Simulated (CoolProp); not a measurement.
n-heptane along the isotherm 1.35 °C: Z from the reference equation and from simpler models built on Tc = 268.1 °C, pc = 2.774 MPa, ω = 0.349; each cubic takes its own stable root.

Computed with CoolProp (reference Helmholtz-energy equation of state, Span 2003). It is a short technical equation, of lower accuracy than the large ones.

```
p (MPa)   phase  reference
-------  ------  ---------
0.925    liquid    0.05801
1.85     liquid     0.1159
2.77     liquid     0.1733
3.7      liquid     0.2313
4.62     liquid     0.2885
5.55     liquid     0.3462
6.47     liquid     0.4032
7.4      liquid     0.4606
8.32     liquid     0.5174
9.25     liquid     0.5746
10.2     liquid     0.6330
11.1     liquid     0.6882
12       liquid     0.7433
12.9     liquid     0.7983
13.9     liquid     0.8593
```

Q: How far does each simpler model (Soave-Redlich-Kwong, Peng-Robinson) lie from the reference over these 15 states: mean and median of the absolute difference, and the worst?

A: 
- Soave-Redlich-Kwong: mean 12.9 %, median 12.9 %, worst +13.1 % at 1.35 °C and 0.925 MPa
- Peng-Robinson: mean 0.6 %, median 0.6 %, worst +0.6 % at 1.35 °C and 13.9 MPa
